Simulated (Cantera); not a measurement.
Carbothermic reduction: MgO + CO

Feed: 1 mol MgO, 2.4 mol CO, held at 8.90 mbar.

Cantera equilibrium calculation (NASA polynomials, part measured and part estimated; ideal gas, pure solids and liquids). Candidate condensed phases: C, Mg, MgCO3, MgO; 15 gas species. Rates play no part.

From 700 °C to 850 °C the condensed part is C(graphite) + MgO(s). From 1000 °C to 2200 °C the condensed part is MgO(s).

| T (°C) | x CO | x Mg | x CO2 | x O | x O2 | n C(graphite) | n MgO(s) |
|---|---|---|---|---|---|---|---|
| 700 | 0.991 | <1e-12 | 0.00877 | <1e-12 | <1e-12 | 0.0209 | 1.00 |
| 850 | 0.999 | 3.80e-10 | 0.000537 | <1e-12 | <1e-12 | 0.00129 | 1.00 |
| 1000 | 1.000 | 1.02e-6 | 6.40e-5 | <1e-12 | <1e-12 | 0 | 1.000 |
| 1150 | 1.000 | 7.79e-5 | 7.79e-5 | <1e-12 | <1e-12 | 0 | 1.000 |
| 1300 | 0.999 | 0.000485 | 0.000485 | 7.92e-12 | <1e-12 | 0 | 0.999 |
| 1450 | 0.996 | 0.00218 | 0.00218 | 1.25e-9 | 4.32e-12 | 0 | 0.995 |
| 1600 | 0.985 | 0.00766 | 0.00766 | 8.79e-8 | 1.23e-9 | 0 | 0.981 |
| 1750 | 0.956 | 0.0220 | 0.0220 | 3.29e-6 | 1.52e-7 | 0 | 0.946 |
| 1900 | 0.893 | 0.0534 | 0.0533 | 7.60e-5 | 9.96e-6 | 0 | 0.865 |
| 2050 | 0.777 | 0.111 | 0.109 | 0.00120 | 0.000401 | 0 | 0.697 |
| 2200 | 0.585 | 0.210 | 0.176 | 0.0137 | 0.0103 | 0 | 0.324 |
x: gas mole fraction; n: condensed amount in mol.
